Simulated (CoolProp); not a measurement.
A single-stage vapour-compression cycle with the fluid: evaporating at 311.15 K (dew point), condensing at 333.15 K (bubble point), superheat 0 K, subcooling 8 K, compressor efficiency 0.7, no pressure losses. The same conditions are run with several fluids, on thermodynamics alone (safety and materials aside).

Model: reference Helmholtz-energy equation of state of each fluid (isobutene: Lemmon 2005; R1224YDZ: Akasaka 2023; R1336mzz(E): Akasaka 2023; R236FA: Pan 2012; hydrogen sulfide: Lemmon 2006; R22: Kamei 1995), in CoolProp.

Task: Rank isobutene, R1224YDZ, R1336mzz(E), R236FA, hydrogen sulfide, R22 by cooling COP, highest first.

Result: R1224YDZ (9.48), isobutene (9.38), R1336mzz(E) (9.33), R236FA (9.26), R22 (8.79), hydrogen sulfide (8.59)

```csv
fluid,pressure ratio,discharge temperature (K),refrigerating effect (kJ/kg),volumetric capacity (kJ/m³)
isobutene,1.76,336.1,309,3360
R1224YDZ,1.92,333.8,141,2020
R1336mzz(E),1.91,333.1,119,2530
R236FA,1.86,333.1,120,3300
hydrogen sulfide,1.59,359.5,353,16400
R22,1.66,346.5,150,9420
```

The compression ends wet for: R1336mzz(E); R236FA.
